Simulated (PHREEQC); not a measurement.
Solution (20 °C): 0.0054 mol HF and 0.14 mol NH4F per kg of water. Closed to the air; pH follows from the charge balance.

Equilibrium calculation in PHREEQC: ion-association model, phreeqc.dat.

Each row changes one thing in this solution. Precipitation was switched off in this run.

```
case                                                pH  ionic strength (mol/kgw)  HF (mol/kgw)  HF2- (mol/kgw)  NH3 (mol/kgw)
------------------------------------------------  ----  ------------------------  ------------  --------------  -------------
as made                                           4.58                     0.140       0.00356         0.00180        1.47e-6
HF left out                                          ?                     0.140       5.90e-5         3.02e-5        8.97e-5
NH4F replaced by (NH4)2HPO4 at the same molality  7.86                     0.406       6.07e-8         1.18e-9        0.00444
HF from 0.0054 to 0.00594 mol/kgw                 4.54                     0.140       0.00392         0.00198        1.33e-6
diluted 5-fold with water                         4.53                    0.0280      0.000949               ?        3.18e-7
diluted 100-fold with water                       4.73                   0.00142       3.46e-5         1.81e-7        2.88e-8
```

Q: Some entries are withheld; supply them.

A: 
- HF left out, pH: 6.37
- diluted 5-fold with water, HF2- (mol/kgw): 9.76e-5

Complexes and solids missing from the database can't appear.
